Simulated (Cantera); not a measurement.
Mixture: C3H8 : O2 : N2 = 1 : 11.1 : 41.8 (molar parts), equivalence ratio 0.45, at 1000000 Pa, adiabatic and at constant pressure. Ignition delay is the time to a rise of 400 K.

Cantera simulation using GRI-Mech 3.0 (53 species, 325 reactions); the numbers are that mechanism's predictions, not measurements. GRI-Mech 3.0 was tuned for natural gas; its chemistry of propane as a main component is partial and can be far from experiment.

Q: Predict: delay at 1250 K; delay at 1350 K; delay at 1450 K; delay at 1550 K; delay at 1650 K; apparent activation energy between 1600 and 1700 K.

A: 
```json
{
  "delay at 1250 K": "0.624 ms",
  "delay at 1350 K": "0.130 ms",
  "delay at 1450 K": "35.1 µs",
  "delay at 1550 K": "12.5 µs",
  "delay at 1650 K": "5.59 µs",
  "apparent activation energy between 1600 and 1700 K": "160 kJ/mol"
}
```
